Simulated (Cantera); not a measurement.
Input (Python, Cantera):

```python
import numpy as np
import cantera as ct

gas = ct.Solution("gri30.yaml")
gas.TP = 300, 120000
flame = ct.CounterflowDiffusionFlame(gas, width=0.02)
flame.fuel_inlet.X, flame.fuel_inlet.T = {'CH4': 1, 'C2H6': 0.72}, 425
flame.oxidizer_inlet.X, flame.oxidizer_inlet.T = {'O2': 0.21, 'N2': 0.79}, 775
flame.set_refine_criteria(ratio=3, slope=0.12, curve=0.24, prune=0.03)
show = ['OH', 'H', 'NO', 'CO', 'C2H2']

rows = []
print(f"{'mdot':>8s}{'a_max':>10s}{'a_mean':>10s}{'Tmax/K':>9s}" + "".join(f"{s:>11s}" for s in show) + "   (peak mole fractions)")
for i, mdot in enumerate([0.3, 0.4, 0.53, 0.71, 0.95, 1.3, 1.7, 2.2]):  # kg/m2/s on the oxidiser side
    flame.oxidizer_inlet.mdot, flame.fuel_inlet.mdot = mdot, 1 * mdot
    flame.solve(loglevel=0, auto=(i == 0))
    if flame.T.max() < max(425, 775) + 100:
        print(f"{mdot:8.3g}  no burning solution found from the previous one")
        break
    dT = np.abs(np.gradient(flame.T, flame.grid))
    rows.append([flame.strain_rate("max"), flame.strain_rate("mean"), flame.T.max(),
                 *(flame.X[gas.species_index(s)].max() for s in show), max(dT[0], dT[-1]) / dT.max()])
    print(f"{mdot:8.3g}{rows[-1][0]:10.1f}{rows[-1][1]:10.1f}{rows[-1][2]:9.1f}" + "".join(f"{x:11.3e}" for x in rows[-1][3:-1]))
```

Output:

```
    mdot     a_max    a_mean   Tmax/K         OH          H         NO         CO       C2H2   (peak mole fractions)
     0.3     242.4      48.1   2248.6  1.030e-02  4.962e-03  4.200e-04  6.855e-02  3.323e-02
     0.4     317.5      64.1   2231.8  1.033e-02  5.213e-03  3.912e-04  6.756e-02  3.211e-02
    0.53     413.6      84.9   2216.8  1.036e-02  5.471e-03  3.654e-04  6.680e-02  3.103e-02
    0.71     545.1     113.8   2203.0  1.040e-02  5.767e-03  3.397e-04  6.634e-02  2.997e-02
    0.95     716.7     152.2   2188.6  1.039e-02  6.057e-03  3.127e-04  6.594e-02  2.882e-02
     1.3     962.0     208.3   2171.0  1.030e-02  6.338e-03  2.807e-04  6.550e-02  2.745e-02
     1.7    1235.8     272.4   2154.5  1.016e-02  6.553e-03  2.511e-04  6.524e-02  2.614e-02
     2.2    1569.4     352.5   2136.3  9.943e-03  6.713e-03  2.209e-04  6.509e-02  2.475e-02
```

Computed with Cantera and GRI-Mech 3.0 (53 species, 325 reactions). GRI-Mech 3.0 has no aromatics or soot, which form on the fuel side of real flames. The maximum strain rate includes the flame's own expansion and is several times the mean.
